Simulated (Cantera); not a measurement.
What does this Cantera script print?

```python
import numpy as np
import cantera as ct

gas_names = """
    CL CL2 Si SiCL SiCL2 SiCL3 SiCL4 Si2 Si3
""".split()
cond_names = """
    Si(cr) Si(L)
""".split()


def load(file, names, dense=False):
    # The tables refer to 1 bar. Condensed volumes are neglected.
    table = {s.name: s for s in ct.Species.list_from_file(file)}
    out = []
    for n in names:
        d = dict(table[n].input_data)
        d["thermo"] = dict(d["thermo"], **{"reference-pressure": 1e5})
        if dense:
            d["equation-of-state"] = {"model": "constant-volume", "density": "1e6 g/cm^3"}
        out.append(ct.Species.from_dict(d))
    return out


gas = ct.Solution(thermo="ideal-gas", species=load("nasa_gas.yaml", gas_names))
cond = {s.name: ct.Solution(thermo="fixed-stoichiometry", species=[s], name=s.name)
        for s in load("nasa_condensed.yaml", cond_names, dense=True)}
atoms = {
    'Si': {'Si': 1},
    'Cl2': {'CL': 2},
}
top_T = {}  # K; cautious upper limits of use, not melting points


def equilibrate(T, P, feed):
    n = {}
    for name, mol in feed.items():
        for a, k in atoms[name].items():
            n[a] = n.get(a, 0.0) + k * mol
    gas.TPX = T, P, n
    mass = sum(n.values()) * gas.mean_molecular_weight
    gas.equilibrate("TP")
    valid = [c for c in cond.values() if c.min_temp <= T <= top_T.get(c.name, c.max_temp)]
    mix = ct.Mixture([(gas, mass / gas.mean_molecular_weight)] + [(c, 0.0) for c in valid])
    mix.T, mix.P = T, P
    mix.equilibrate("TP", solver="vcs", rtol=1e-11, max_steps=5000)
    return mix


results = []
feed = {'Si': 1, 'Cl2': 7.2}  # mol
T = 1275  # K
for P in [1, 5.2, 27, 140, 720, 3700, 19000, 100000]:
    mix = equilibrate(T, P, feed)
    results.append((T, P, feed, dict(zip(mix.species_names, mix.species_moles))))

top = {s: max(r[3][s] / sum(r[3][g] for g in gas_names) for r in results) for s in gas_names}
cols = sorted((s for s in top if top[s] > 1e-06), key=lambda s: -top[s])[:9]
seen = [c for c in cond_names if any(r[3].get(c, 0) > 1e-12 for r in results)]
print("log10 of partial pressures in bar; condensed amounts in mol")
print(f"{'P/Pa':>10s}" + "".join(f"{s[:9]:>10s}" for s in cols + seen))
for T, P, feed, n in results:
    ng = sum(n[g] for g in gas_names)
    print(f"{P:10.4g}" + "".join(f"{np.log10(max(n[s] / ng * P / 1e5, 1e-99)):10.3f}" for s in cols)
          + "".join(f"{n.get(c, 0):10.4g}" for c in seen))
```

It prints:

```
log10 of partial pressures in bar; condensed amounts in mol
      P/Pa        CL       CL2     SiCL4     SiCL3
         1    -5.078    -6.147    -6.027    -9.107
       5.2    -4.464    -4.919    -5.250    -8.944
        27    -3.957    -3.903    -4.460    -8.662
       140    -3.528    -3.045    -3.695    -8.325
       720    -3.140    -2.270    -2.957    -7.975
      3700    -2.770    -1.531    -2.234    -7.622
   1.9e+04    -2.409    -0.808    -1.518    -7.267
     1e+05    -2.045    -0.081    -0.794    -6.907
```

Method: chemical equilibrium by Gibbs-energy minimisation in Cantera with the NASA 1993 tables (ideal gas, pure condensed phases). The tables' values for SiCl3 are old estimates; treat these amounts as uncertain.
